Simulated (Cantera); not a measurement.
Feed: 1 mol SiCl₄, 1.4 mol H₂O, 9 mol H₂, at 0.00350 bar.

These are equilibrium values from Cantera (NASA tables, ideal gas, pure condensed phases), not measurements of a reactor. Candidate condensed phases: H₂O, Si, SiO₂; 30 gas species. The tables' values for SiCl₃ are old estimates; treat these amounts as uncertain. The tables hold silica as quartz up to 1696 K and as liquid above; real silica turns to tridymite and cristobalite and melts near 1996 K. The numbers say what is thermodynamically allowed, not how fast it happens.

x: gas mole fraction; n: condensed amount in mol.

| T (°C) | x H₂ | x HCl | x SiO | x SiCl₄ | x H₂O | x SiCl₂ | n SiO₂(α-quartz) | n SiO₂(β-quartz) | n SiO₂(condensed) |
|---|---|---|---|---|---|---|---|---|---|
| 400 | 0.744 | 0.231 | <1e-12 | 0.0248 | 9.58e-10 | <1e-12 | 0.700 | 0 | 0 |
| 500 | 0.744 | 0.231 | <1e-12 | 0.0247 | 4.36e-9 | 8.75e-10 | 0.700 | 0 | 0 |
| 600 | 0.744 | 0.232 | <1e-12 | 0.0246 | ? | ? | 0 | 0.700 | 0 |
| 700 | 0.743 | 0.232 | 4.90e-10 | 0.0242 | 3.48e-8 | 1.28e-5 | 0 | 0.700 | 0 |
| 800 | 0.742 | 0.234 | 1.29e-7 | 0.0228 | 7.58e-8 | 0.000369 | 0 | 0.700 | 0 |
| 900 | 0.733 | 0.242 | 1.05e-5 | 0.0166 | 1.75e-7 | 0.00421 | 0 | 0.700 | 0 |
| 1000 | 0.715 | 0.260 | 0.000265 | 0.00603 | 5.57e-7 | 0.0140 | 0 | 0.698 | 0 |
| 1100 | 0.702 | 0.272 | 0.00295 | 0.00121 | 2.09e-6 | 0.0191 | 0 | 0.682 | 0 |
| 1200 | 0.682 | 0.286 | 0.0173 | 0.000178 | 8.69e-6 | 0.0140 | 0 | 0.591 | 0 |
| 1300 | 0.653 | 0.303 | ? | ? | ? | ? | 0 | ? | 0 |
| 1400 | 0.644 | 0.306 | 0.0463 | 1.67e-7 | 0.000596 | 0.000185 | 0 | 0.395 | 0 |
| 1500 | 0.636 | 0.304 | 0.0504 | 4.29e-9 | 0.00463 | 1.53e-5 | 0 | 0 | 0.340 |
| 1600 | 0.603 | 0.296 | 0.0670 | 2.53e-10 | 0.0221 | 2.56e-6 | 0 | 0 | 0.104 |

### Question
Fill in the missing entries.

### Answer

- 1300, x SiO: 0.0405
- 1300, x SiCl₄: 9.36e-6
- 1300, x H₂O: 5.88e-5
- 1300, x SiCl₂: 0.00285
- 1300, n SiO₂(β-quartz): 0.438
- 600, x H₂O: 1.39e-8
- 600, x SiCl₂: 1.87e-7
